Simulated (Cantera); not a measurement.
Ammonia decomposition in nitride growth gas

A perfectly stirred reactor is fed with NH3 : H2 = 1 : 0.21 (molar parts), at 0.0819 atm; it is held at 2275 K, and followed from long to short residence time.

Model: the gas-phase N/H chemistry of the illustrative SiF4/NH3 mechanism in the Surface Chemkin manual (1991), integrated in Cantera. Walls and surfaces, which speed up NH3 decomposition in real reactors, are not modelled.

```
τ (s)     x NH3   x H2       x H     x NH    x N2H4      x N
-------  ------  -----  --------  -------  --------  -------
0.68     0.0199  0.756   0.00367  3.27e-5  5.05e-10  7.70e-6
0.27     0.0564  0.730   0.00244  4.29e-5   1.90e-9  6.83e-6
0.11      0.130  0.677   0.00171  5.51e-5   5.81e-9  6.47e-6
0.043     0.269  0.576   0.00115  6.79e-5   1.55e-8  6.04e-6
0.017     0.455  0.441  0.000752  7.68e-5   3.21e-8  5.38e-6
0.0069    0.622  0.320  0.000502  7.95e-5   5.02e-8  4.58e-6
0.0028    0.731  0.241  0.000362  7.71e-5   6.28e-8  3.79e-6
0.0011    0.787  0.200  0.000286  7.06e-5   6.53e-8  3.06e-6
0.00044   0.811  0.182  0.000232  5.75e-5   5.45e-8  2.20e-6
0.00018   0.821  0.176  0.000167  3.48e-5   3.10e-8  1.07e-6
```
x: mole fraction; the columns are a selection and need not sum to one.
